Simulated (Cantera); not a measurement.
**Equilibrium for silicon carbide growth: SiHCl3 + CH4 + H2 + C2H4**

Feed: 1 mol SiHCl3, 0.54 mol CH4, 140 mol H2, 0.16 mol C2H4, held at 1.00 mbar.

Equilibrium computed with Cantera from the NASA thermochemical tables; the gas is ideal and each condensed phase is pure. Candidate condensed phases: C, C6H6, C7H8, C8H18, Si, SiC; 109 gas species. Mutual solubility and eutectic melting of coexisting phases are not modelled. The tables' values for SiCl3, SiCl are old estimates; treat these amounts as uncertain. Rates play no part.

| T (°C) | x H2 | x H | x HCl | x Cl | x Si | x C2H2 (acetylene) | n SiC(s) | n Si(s) | n C(graphite) |
|---|---|---|---|---|---|---|---|---|---|
| 700 | 0.981 | 3.39e-8 | 0.0177 | 5.76e-10 | <1e-12 | <1e-12 | 0.860 | 0 | 0 |
| 850 | 0.980 | 1.33e-6 | 0.0191 | 2.31e-8 | 6.44e-11 | <1e-12 | 0.860 | 0.0177 | 0 |
| 1000 | 0.980 | 2.23e-5 | 0.0190 | 3.67e-7 | 1.80e-8 | 2.40e-12 | 0.860 | 0.00215 | 0 |
| 1150 | 0.980 | 0.000208 | 0.0190 | 3.30e-6 | 1.34e-6 | 1.23e-10 | 0.860 | 0 | 0 |
| 1300 | 0.979 | 0.00127 | 0.0190 | 1.97e-5 | 4.03e-5 | 3.44e-9 | 0.860 | 0 | 0 |
| 1450 | 0.974 | 0.00569 | 0.0197 | 8.90e-5 | 0.000380 | 1.63e-7 | 0.860 | 0 | 0 |
| 1600 | 0.959 | 0.0200 | 0.0201 | 0.000318 | 0.000850 | 3.55e-5 | 0.847 | 0 | 0 |
| 1750 | 0.918 | 0.0575 | 0.0192 | 0.000893 | 0.00339 | 0.000820 | 0.415 | 0 | 0.140 |
| 1900 | 0.833 | 0.139 | 0.0171 | 0.00209 | 0.00568 | 0.00184 | 0 | 0 | 0.121 |
| 2050 | 0.689 | 0.286 | 0.0137 | 0.00407 | 0.00535 | 0.00199 | 0 | 0 | 0 |
| 2200 | 0.486 | 0.492 | 0.00908 | 0.00651 | 0.00477 | 0.00159 | 0 | 0 | 0 |
x: gas mole fraction; n: condensed amount in mol.

At 700 °C the condensed part is SiC(s). From 850 °C to 1000 °C the condensed part is Si(s) + SiC(s). From 1150 °C to 1600 °C the condensed part is SiC(s). At 1750 °C the condensed part is C(graphite) + SiC(s). At 1900 °C the condensed part is C(graphite). From 2050 °C to 2200 °C nothing is condensed. The main Si-bearing gas is SiCl4 at 700 °C and Si at 2200 °C.
